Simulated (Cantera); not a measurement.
Cantera run, input and output.

```python
import numpy as np
import cantera as ct

surf = ct.Interface("ptcombust.yaml", "Pt_surf")
gas = surf.adjacent["gas"]
gas.TPX = 800, 100000, {'CO': 0.0043, 'O2': 0.051, 'N2': 0.79}
surf.TP = 800, 100000
reactor = ct.FlowReactor(gas, clone=False)
reactor.area = 0.0001  # m2
reactor.surface_area_to_volume_ratio = 810  # 1/m
reactor.mass_flow_rate = 1.3 * reactor.area * gas.density  # inlet velocity 1.3 m/s
reactor.energy_enabled = False
wall = ct.ReactorSurface(surf, reactor, clone=False)
net = ct.ReactorNet([reactor])
net.rtol, net.atol = 1e-8, 1e-16
show, cover = ['CO', 'O2', 'H2O', 'CO2'], ['PT(S)', 'H(S)', 'O(S)', 'OH(S)', 'CO(S)', 'C(S)']

rows = []
print(f"{'z/m':>9s}{'u/(m/s)':>9s}" + "".join(f"{s:>13s}" for s in show + cover))
for z in [0.00096, 0.0021, 0.0044, 0.0096, 0.021, 0.044, 0.096]:
    net.advance(z)
    rows.append([reactor.speed, *gas[show].X, *surf[cover].coverages])
    print(f"{z:9.4g}{rows[-1][0]:9.3g}" + "".join(f"{x:13.4e}" for x in rows[-1][1:]))
```

Result:

```
      z/m  u/(m/s)           CO           O2          H2O          CO2        PT(S)         H(S)         O(S)        OH(S)        CO(S)         C(S)
  0.00096      1.3   1.3378e-03   5.8568e-02  -5.2589e-28   3.7587e-03   5.6071e-02  -1.5003e-22   9.4336e-01   2.0231e-18   5.6708e-04   1.1120e-16
   0.0021      1.3   7.1089e-04   5.8272e-02  -7.4368e-28   4.3872e-03   5.0437e-02  -9.9992e-24   9.4932e-01  -2.4635e-18   2.4237e-04   4.2483e-17
   0.0044      1.3   2.4146e-04   5.8051e-02  -3.4848e-29   4.8578e-03   4.7263e-02  -2.8970e-24   9.5266e-01  -7.6287e-19   7.2047e-05   1.1793e-17
   0.0096      1.3   2.5776e-05   5.7950e-02  -2.0796e-30   5.0741e-03   4.6011e-02  -1.5468e-24   9.5398e-01  -4.2023e-19   7.2792e-06   1.1583e-18
    0.021      1.3   2.1258e-07   5.7938e-02  -1.4722e-32   5.0997e-03   4.5870e-02  -1.4091e-24   9.5413e-01  -3.8402e-19   5.9658e-08   9.4622e-21
    0.044      1.3   1.3457e-11   5.7937e-02  -1.8008e-32   5.0999e-03   4.5869e-02  -1.1344e-24   9.5413e-01  -3.0915e-19   3.7763e-12   5.9894e-25
    0.096      1.3  -2.5277e-17   5.7937e-02   2.2411e-33   5.0999e-03   4.5869e-02  -1.3826e-24   9.5413e-01  -3.7679e-19  -9.1347e-20  -1.0362e-32
```

Model: Deutschmann's 1995 Pt surface mechanism with GRI-Mech 3.0 gas chemistry, integrated in Cantera. Catalytic surfaces can have several steady states; this one follows from the mechanism file's or the stated starting coverage. Mass transfer to the wall is taken as infinitely fast.
